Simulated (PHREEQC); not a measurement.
0.24 g of hydrous ferric oxide (600 m²/g; 0.2 weak and 0.005 strong sites per Fe, Dzombak-Morel constants, diffuse double layer) in 1 kg of water with 0.01 mol/kgw of an inert sodium salt and 0.00073 mol/kgw NaF, 7.2e-07 mol/kgw ZnSO4 and 6e-07 mol/kgw Na2HAsO4, at 25 °C; the pH is set by adding NaOH or the inert anion's acid. Oxygen is held at 0.21 atm. CO2 from the air is kept out. Nothing may precipitate in this run.

All values are PHREEQC results (ion-association model, wateq4f.dat), not measurements.

| pH | F sorbed (%) | S sorbed (%) | Zn sorbed (%) | As sorbed (%) | surface charge σ (C/m²) | surface potential ψ (mV) |
|---|---|---|---|---|---|---|
| 4 | 47.2 | 95.1 | 0.0 | 100.0 | 0.090 | 138 |
| 4.5 | 43.2 | 91.2 | (withheld) | 100.0 | 0.072 | 127 |
| 5 | 37.2 | 83.0 | 3.1 | 100.0 | 0.055 | (withheld) |
| 5.5 | 30.1 | (withheld) | 20.3 | 100.0 | 0.041 | 99 |
| 6 | 22.4 | 43.6 | 65.2 | 100.0 | 0.030 | 84 |
| 6.5 | 15.1 | 20.3 | 93.0 | 100.0 | 0.021 | 67 |
| 7 | 8.9 | 6.5 | 98.9 | 100.0 | 0.013 | 49 |
| 7.5 | 4.4 | 1.4 | 99.9 | 100.0 | 0.007 | 28 |
| 8 | (withheld) | 0.2 | 100.0 | 100.0 | 0.001 | 4 |
| 8.5 | 0.7 | 0.0 | 100.0 | 99.8 | -0.005 | (withheld) |
| 9 | 0.2 | 0.0 | 100.0 | 98.7 | -0.013 | -49 |
| 9.5 | 0.1 | 0.0 | 100.0 | 91.8 | -0.025 | -75 |
| 10 | 0.0 | 0.0 | 100.0 | 65.9 | -0.042 | -100 |
| 10.5 | 0.0 | 0.0 | 100.0 | 28.1 | (withheld) | (withheld) |
| 11 | 0.0 | 0.0 | 100.0 | 8.0 | -0.101 | -142 |
| 11.5 | 0.0 | 0.0 | 100.0 | 2.0 | -0.153 | -158 |
| 12 | 0.0 | 0.0 | 99.8 | 0.5 | -0.230 | -168 |

Question: Complete the blanks.

Answer: 
- 4.5, Zn sorbed (%): 0.4
- 5, surface potential ψ (mV): 114
- 5.5, S sorbed (%): 67.2
- 8, F sorbed (%): 1.8
- 8.5, surface potential ψ (mV): -23
- 10.5, surface charge σ (C/m²): -0.066
- 10.5, surface potential ψ (mV): -122

The database has no arsenate complexes of Zn.
